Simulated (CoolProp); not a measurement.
n-undecane along the isotherm 404.7 K: Z from the reference equation and from simpler models built on Tc = 638.8 K, pc = 19.90 bar, ω = 0.539; each cubic takes its own stable root.

Model: reference Helmholtz-energy equation of state, Aleksandrov 2011, in CoolProp. It is a short technical equation, of lower accuracy than the large ones.

| p (bar) | phase | reference | van der Waals | Redlich-Kwong | Soave-Redlich-Kwong |
|---|---|---|---|---|---|
| 0.157 | liquid | 0.001115 | 0.9932 | 0.9904 | 0.001314 |
| 0.28 | liquid | 0.001989 | 0.9878 | 0.9828 | ___ |
| 0.498 | liquid | ___ | 0.9782 | 0.9691 | 0.004168 |
| 0.885 | liquid | 0.006285 | ___ | 0.007953 | 0.007406 |
| 1.57 | liquid | 0.01115 | 0.9277 | 0.01410 | 0.01313 |
| 2.8 | liquid | 0.01987 | 0.03686 | 0.02512 | 0.02341 |
| 4.98 | liquid | ___ | 0.06534 | 0.04461 | 0.04161 |
| 8.85 | liquid | 0.06273 | 0.1155 | 0.07905 | 0.07385 |
| 15.7 | liquid | ___ | 0.2030 | 0.1395 | 0.1307 |
| 28 | liquid | 0.1976 | ___ | 0.2468 | 0.2321 |
| 49.8 | liquid | 0.3498 | 0.6218 | 0.4334 | 0.4100 |

Some entries are withheld; supply them.


- 0.28, Soave-Redlich-Kwong: 0.002344
- 0.498, reference: 0.003537
- 0.885, van der Waals: 0.9606
- 4.98, reference: 0.03533
- 15.7, reference: 0.1111
- 28, van der Waals: 0.3568

At some of these states van der Waals, Redlich-Kwong gives the other phase, because its saturation line lies elsewhere.
